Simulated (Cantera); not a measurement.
A perfectly stirred reactor is fed with 6.65 % C3H8, 19.5 % O2, 73.8 % N2, equivalence ratio 1.7, at 100000 Pa; it is adiabatic with a 750 K inlet, and is followed from long to short residence time, starting on the burning branch (τ in s: 0.039, 0.013, 0.0046, 0.0016, 0.00055, 0.00019, 6.5e-05, 2.2e-05, 7.7e-06).

Detailed kinetics in Cantera: GRI-Mech 3.0 (53 species, 325 reactions). GRI-Mech 3.0 was tuned for natural gas; its chemistry of propane as a main component is partial and can be far from experiment.

x: mole fraction; the columns are a selection and need not sum to one.

```json
[
 {"τ (s)": "0.039", "T (K)": "2150", "x C3H8": "7.39e-7", "x O2": "9.74e-5", "x HCN": "6.31e-5", "x O": "1.06e-5", "x NO2": "8.80e-10", "x C2H6": "…"},
 {"τ (s)": "0.013", "T (K)": "2145", "x C3H8": "2.00e-6", "x O2": "0.000239", "x HCN": "0.000153", "x O": "1.60e-5", "x NO2": "1.03e-9", "x C2H6": "…"},
 {"τ (s)": "0.0046", "T (K)": "2139", "x C3H8": "5.17e-6", "x O2": "0.000569", "x HCN": "0.000310", "x O": "2.44e-5", "x NO2": "1.16e-9", "x C2H6": "…"},
 {"τ (s)": "0.0016", "T (K)": "2128", "x C3H8": "1.39e-5", "x O2": "0.00139", "x HCN": "0.000477", "x O": "3.94e-5", "x NO2": "1.26e-9", "x C2H6": "…"},
 {"τ (s)": "0.00055", "T (K)": "2102", "x C3H8": "3.97e-5", "x O2": "0.00351", "x HCN": "0.000459", "x O": "6.90e-5", "x NO2": "1.36e-9", "x C2H6": "…"},
 {"τ (s)": "0.00019", "T (K)": "2033", "x C3H8": "0.000133", "x O2": "0.00971", "x HCN": "0.000237", "x O": "0.000124", "x NO2": "1.65e-9", "x C2H6": "…"},
 {"τ (s)": "6.5e-5", "T (K)": "750", "x C3H8": "0.0665", "x O2": "0.195", "x HCN": "<1e-12", "x O": "<1e-12", "x NO2": "<1e-12", "x C2H6": "<1e-12"},
 {"τ (s)": "2.2e-5", "T (K)": "750", "x C3H8": "0.0665", "x O2": "0.195", "x HCN": "<1e-12", "x O": "<1e-12", "x NO2": "<1e-12", "x C2H6": "<1e-12"},
 {"τ (s)": "7.7e-6", "T (K)": "750", "x C3H8": "0.0665", "x O2": "0.195", "x HCN": "<1e-12", "x O": "<1e-12", "x NO2": "<1e-12", "x C2H6": "<1e-12"}
]
```

What belongs in the gaps?


- 0.039, x C2H6: 2.21e-8
- 0.013, x C2H6: 7.06e-8
- 0.0046, x C2H6: 2.24e-7
- 0.0016, x C2H6: 7.40e-7
- 0.00055, x C2H6: 2.61e-6
- 0.00019, x C2H6: 1.23e-5
